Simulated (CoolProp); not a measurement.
Vapour-liquid equilibrium of CH2F2 (R32) (1) + R125 (2) at 215.5 K; x and y are mole fractions of (1).

Computed with CoolProp (multi-fluid Helmholtz-energy mixture model, Tillner-Roth 1997 and Lemmon 2005; pair parameters Lemmon 2004).

Problem. Give the bubble pressure and the first vapour's composition at x = 0.05, 0.2, 0.8. Is there an azeotrope?

Solution. x = 0.05: 0.6276 bar, y = 0.064; x = 0.2: 0.6565 bar, y = 0.245; x = 0.8: 0.7386 bar, y = 0.812. y crosses x between x = 0.8 and 0.95: the model has an azeotrope there.

Pair parameters are fitted to limited data, so mixtures are less certain than the pure fluids.
